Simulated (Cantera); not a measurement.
Feed: 1 mol AlN, 0.081 mol H2, at 1 atm.

These are equilibrium values from Cantera (NASA tables, ideal gas, pure condensed phases), not measurements of a reactor. Candidate condensed phases: Al, AlN; 13 gas species. Kinetics and transport are ignored. All values below are at 2398 K.

Base state: H2 0.886, Al 0.0585, N2 0.0332, H 0.0147, AlH 0.00748, Al2 0.000187 (mole fractions); condensed: AlN(s).

Q: What changes in the equilibrium state with this change: AlN replaced by ZrN?

A: 
| species | before | after |
|---|---|---|
| H2 | 0.886 | 0.984 |
| H | 0.0147 | 0.0155 |
| N2 | 0.0332 | 4.89e-7 |
| Al | 0.0585 | 0 |
| AlH | 0.00748 | 0 |
| Al2 | 0.000187 | 0 |
| AlN(s), mol | 0.994 | 0 |
| ZrN(s), mol | 0 | 1.00 |
ZrN: taken at fixed stoichiometry. Further candidate phases: Zr, ZrN.
